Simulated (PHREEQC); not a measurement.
# Acid mine or pickling water: speciation

Model water analysis in mmol/kgw, 25 °C, pH 4.2, pe 12.9:

```
constituent  mmol/kgw
-----------  --------
Na               1.69
K                2.25
Ca               3.92
Mg               1.62
Cl               3.49
S(6)             9.23
Sr             0.0324
Fe(3)            1.41
Mn(2)         0.00534
```

Valence states are taken as typed.

Equilibrium calculation in PHREEQC: ion-association model, phreeqc.dat.

The ionic strength is 0.0277 mol/kgw and the total alkalinity is -0.612 meq/kg. The charge-balance error is -15.2 %.

| species | molality | activity | log γ |
|---|---|---|---|
| SO4-2 | 0.00736 | 0.00398 | -0.268 |
| Cl- | 0.00349 | 0.00297 | -0.070 |
| Ca+2 | 0.00283 | 0.00155 | -0.262 |
| K+ | 0.00219 | 0.00186 | -0.071 |
| Na+ | 0.00166 | 0.00142 | -0.067 |
| CaSO4 | 0.00109 | 0.00110 | 0.003 |
| Mg+2 | 0.00107 | 0.000594 | -0.255 |
| Fe(OH)2+ | 0.000982 | 0.000845 | -0.065 |
| MgSO4 | 0.000550 | 0.000554 | 0.003 |
| FeOH+2 | 0.000297 | 0.000161 | -0.266 |
| FeSO4+ | 8.00e-5 | 6.86e-5 | -0.067 |

This is a speciation only: nothing precipitates in the calculation. Examples of supersaturated solids here: Jarosite-K, Fe(OH)3(a). Others may be too.
